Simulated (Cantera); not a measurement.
Equilibrium for boron, boron nitride and boron oxide: B2O3 + NH3 + H2 + O2

A closed system holds: 1 mol B2O3, 0.14 mol NH3, a varied amount of H2, 9.4 mol O2, equilibrated at 798.15 K and 1.00 Torr.

These are equilibrium values from Cantera (NASA tables, ideal gas, pure condensed phases), not measurements of a reactor. Candidate condensed phases: B, BN, B2O3, B3O3H3, H2O; 39 gas species. Gases not in the tables: H3BO3. Equilibrium is a limit: real reactors are often held back by kinetics, nucleation or transport.

```
n(H2) (mol)  x H2O      x H2    x O2      x N2  x (HBO2)3  n B2O3(l)
-----------  -----  --------  ------  --------  ---------  ---------
9.7          0.685  1.61e-12   0.308   0.00486    0.00195      0.958
20           0.924    0.0696  <1e-12   0.00346    0.00305      0.907
30           0.619     0.377  <1e-12   0.00231    0.00167      0.924
39           0.477     0.520  <1e-12   0.00178    0.00113      0.933
49           0.380     0.617  <1e-12   0.00142   0.000807      0.940
59           0.316     0.682  <1e-12   0.00118   0.000612      0.946
69           0.271     0.728  <1e-12   0.00101   0.000484      0.950
79           0.237     0.762  <1e-12  0.000883   0.000396      0.953
89           0.210     0.789  <1e-12  0.000784   0.000331      0.956
```
x: gas mole fraction; n: condensed amount in mol.

From 9.7 mol H2 to 89 mol H2 the condensed part is B2O3(l). The share of B in condensed phases is highest at 9.7 mol H2 (95.8 %) and lowest at 20 mol H2 (90.7 %).
